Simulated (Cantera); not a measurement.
Cantera run, input and output.

```python
import numpy as np
import cantera as ct

gas = ct.Solution("gri30.yaml")


def delay(T, t_max=10):
    gas.TPX = T, 140000, {'CH4': 1, 'O2': 3.39, 'N2': 12.7, 'H2O': 2.7, 'H2': 0.031}
    reactor = ct.IdealGasReactor(gas, clone=False)
    net = ct.ReactorNet([reactor])
    net.rtol, net.atol = 1e-8, 1e-16
    while net.time < t_max:
        t_old, T_old = net.time, reactor.T
        net.step()
        if reactor.T > T + 400:  # ignition: a rise of 400 K
            return t_old + (T + 400 - T_old) / (reactor.T - T_old) * (net.time - t_old)
    return np.nan


taus = []
for T in [1125, 1200, 1275, 1350, 1425, 1500, 1575, 1650, 1725, 1800]:
    taus.append(delay(T))
    print(f"T0 = {T:6g} K   tau = {taus[-1]:.4e} s")
```

It prints:

```
T0 =   1125 K   tau = 5.3604e-02 s
T0 =   1200 K   tau = 2.1823e-02 s
T0 =   1275 K   tau = 9.0202e-03 s
T0 =   1350 K   tau = 3.8347e-03 s
T0 =   1425 K   tau = 1.6951e-03 s
T0 =   1500 K   tau = 7.8941e-04 s
T0 =   1575 K   tau = 3.9221e-04 s
T0 =   1650 K   tau = 2.0904e-04 s
T0 =   1725 K   tau = 1.1917e-04 s
T0 =   1800 K   tau = 7.2104e-05 s
```

Model: GRI-Mech 3.0 (53 species, 325 reactions), integrated in Cantera.
